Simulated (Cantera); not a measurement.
Feed: 1 mol CCl₄, 0.42 mol H₂, at 0.00240 bar.

These are equilibrium values from Cantera (NASA tables, ideal gas, pure condensed phases), not measurements of a reactor. Candidate condensed phases: C, C₆H₆, C₇H₈, C₈H₁₈; 91 gas species. Kinetics and transport are ignored.

Q: At 1848 K, list the 4 most abundant gas species with their mole fractions, and the condensed phases.

A: Cl 0.779, HCl 0.212, Cl₂ 0.00939, H 2.42e-5. Condensed: C(graphite).
